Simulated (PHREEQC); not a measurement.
Leach liquor

Solution (65 °C): 2.2 mmol/kgw HCl and 0.076 mmol/kgw FeSO4. Closed to the air; pH follows from the charge balance.

The numbers come from PHREEQC with the Pitzer model, pitzer.dat.

This is a speciation only: nothing precipitates in the calculation.

### Question
What pH, specific conductance does the model give?

### Answer
pH 2.69; specific conductance 1860 µS/cm.

### Question
In which forms is S present?

### Answer
SO4-2 66 %, HSO4- 34 % of the S.

Constants without temperature data keep their 25 °C values here.
